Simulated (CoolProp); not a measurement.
The fluid at 414.72 K and 1 MPa (stagnation) flows isentropically through a choked orifice. The same conditions are run with several fluids, on thermodynamics alone (safety and materials aside).

The numbers come from the reference Helmholtz-energy equation of state of each fluid (R404A: Lemmon 2003; C3F8 (R218): Lemmon 2006; normal hydrogen: Leachman 2009; dry air: Lemmon 2000; chloromethane (R40): Thol 2014) in CoolProp. Blends and air are pseudo-pure fits.

| fluid | throat to inlet pressure ratio | mass flux (kg/(m² s)) | throat temperature (K) |
|---|---|---|---|
| R404A | 0.591 | … | … |
| C3F8 (R218) | 0.603 | 4650 | 403.6 |
| normal hydrogen | 0.527 | 523 | … |
| dry air | 0.527 | … | … |
| chloromethane (R40) | … | 2550 | … |

Task: Some entries are withheld; supply them.

Result: 
- R404A, mass flux (kg/(m² s)): 3390
- R404A, throat temperature (K): 395.8
- normal hydrogen, throat temperature (K): 345.5
- dry air, mass flux (kg/(m² s)): 1980
- dry air, throat temperature (K): 345.7
- chloromethane (R40), throat to inlet pressure ratio: 0.563
- chloromethane (R40), throat temperature (K): 373.5
